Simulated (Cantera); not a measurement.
Mixture: CH₄ : O₂ : N₂ = 1 : 3.33 : 12.5 (molar parts), at 101000 Pa, adiabatic and at constant pressure. Ignition delay is the time to a rise of 400 K.

Computed with Cantera and GRI-Mech 3.0 (53 species, 325 reactions).

Q: What does this change do: 1.7 parts CO2 added?

A: 
| quantity | before | after |
|---|---|---|
| delay at 1223 K | 25.0 ms | 29.0 ms |
| delay at 1273 K | 12.7 ms | 14.8 ms |
| delay at 1323 K | 6.69 ms | 7.81 ms |
| delay at 1373 K | 3.67 ms | 4.28 ms |
| delay at 1423 K | 2.10 ms | 2.44 ms |
| delay at 1473 K | 1.26 ms | 1.45 ms |
| delay at 1523 K | 0.785 ms | 0.897 ms |
| apparent activation energy between 1423 and 1523 K | 180 kJ/mol | 180 kJ/mol |

Q: What does this change do: 0.18 parts H2 added?

A: 
```csv
quantity,before,after
delay at 1223 K,25.0 ms,5.69 ms
delay at 1273 K,12.7 ms,3.42 ms
delay at 1323 K,6.69 ms,2.09 ms
delay at 1373 K,3.67 ms,1.32 ms
delay at 1423 K,2.10 ms,0.857 ms
delay at 1473 K,1.26 ms,0.575 ms
delay at 1523 K,0.785 ms,0.398 ms
apparent activation energy between 1423 and 1523 K,180 kJ/mol,140 kJ/mol
```
